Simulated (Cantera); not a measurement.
# Reactions in the system F-Pb-S

Cantera with NASA thermochemical tables; ideal gases at 1 bar, condensed phases pure. Values are per mole of reaction as written; species without (g) are pure solids or liquids, kept so even where they would boil at 1 bar.

PbS(g) + 3 F2(g) = Pb(g) + SF6(g)

```csv
T (K),ΔH° (kJ),ΔS° (J/K),ΔG° (kJ),log10 K
1125,-1145.4,-378.5,-719.6,33.41
1175,-1144.3,-377.6,-700.7,31.15
1225,-1143.3,-376.7,-681.9,29.07
1275,-1142.2,-375.8,-663.0,27.16
1325,-1141.1,-375.0,-644.3,25.40
1375,-1140.0,-374.2,-625.5,23.76
1425,-1138.9,-373.4,-606.9,22.24
1475,-1137.8,-372.6,-588.2,20.83
1525,-1136.7,-371.8,-569.6,19.51
1575,-1135.5,-371.1,-551.0,18.27
1625,-1134.3,-370.4,-532.5,17.12
```

Pb(g) + SF6(g) = 6 F(g) + PbS(g)

```
T (K)  ΔH° (kJ)  ΔS° (J/K)  ΔG° (kJ)  log10 K
-----  --------  ---------  --------  -------
1125     1641.8      758.9     788.0   -36.59
1175     1641.4      758.6     750.0   -33.34
1225     1641.0      758.3     712.1   -30.36
1275     1640.6      758.0     674.2   -27.62
1325     1640.2      757.6     636.3   -25.08
1375     1639.7      757.3     598.5   -22.73
1425     1639.2      756.9     560.6   -20.55
1475     1638.6      756.5     522.8   -18.51
1525     1638.0      756.1     484.9   -16.61
1575     1637.4      755.7     447.1   -14.83
1625     1636.8      755.3     409.4   -13.16
```
